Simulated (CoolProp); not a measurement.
n-perfluorohexane along the isotherm 450 K: density (kg/m³) from the reference equation and from simpler models built on Tc = 448.0 K, pc = 1742 kPa, ω = 0.497; each cubic takes its own stable root.

The numbers come from the reference Helmholtz-energy equation of state, Gao 2022 in CoolProp.

| p (kPa) | phase | reference | Redlich-Kwong | Peng-Robinson |
|---|---|---|---|---|
| 544 | gas | 55.69 | ? | ? |
| 1090 | gas | 134.1 | 131.7 | ? |
| 1630 | gas | ? | 275.1 | ? |
| 2180 | supercritical | 957.8 | 736.4 | 803.0 |
| 2720 | supercritical | 1040 | 823.4 | 906.2 |
| 3270 | supercritical | 1088 | 878.9 | ? |
| 3810 | supercritical | 1121 | ? | ? |
| 4350 | supercritical | 1147 | 953.2 | 1056 |

**Question.** Fill in the missing entries.

**Answer.** 
- 544, Redlich-Kwong: 55.42
- 544, Peng-Robinson: 56.12
- 1090, Peng-Robinson: 135.3
- 1630, reference: 292.7
- 1630, Peng-Robinson: 287.3
- 3270, Peng-Robinson: 970.8
- 3810, Redlich-Kwong: 919.9
- 3810, Peng-Robinson: 1018
